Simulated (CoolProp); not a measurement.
Saturation properties of C2F6 (R116).

Computed with CoolProp (reference Helmholtz-energy equation of state, Lemmon 2006). It is a short technical equation, of lower accuracy than the large ones.

```tsv
T (K)	p (MPa)	liquid density (kg/m³)	vapour density (kg/m³)	vapour viscosity (µPa s)	liquid conductivity (mW/(m K))
208.7	0.1997	1543	17.13	9.73	70.7
213	(withheld)	1522	20.60	9.92	69.0
217.3	0.2916	(withheld)	24.61	(withheld)	67.3
221.5	0.3466	1480	29.09	10.3	(withheld)
225.8	0.4107	1458	34.34	10.5	63.9
230	0.4815	1436	40.17	10.7	62.3
234.3	0.5631	1412	46.98	10.9	60.6
238.5	0.6522	1388	54.53	11.1	58.9
242.8	0.7540	(withheld)	63.31	(withheld)	57.2
247.1	0.8671	1336	73.32	11.6	55.4
```

Question: What belongs in the gaps?

Answer: 
- 213, p (MPa): 0.2423
- 217.3, liquid density (kg/m³): 1501
- 217.3, vapour viscosity (µPa s): 10.1
- 221.5, liquid conductivity (mW/(m K)): 65.6
- 242.8, liquid density (kg/m³): 1362
- 242.8, vapour viscosity (µPa s): 11.4

It boils at 195.1 K under 1 atm.

Viscosity comes from a separate model (Huber 2003), an estimate that may be off by 10 % or more. Thermal conductivity comes from a separate model (Huber 2003), an estimate that may be off by 10 % or more.
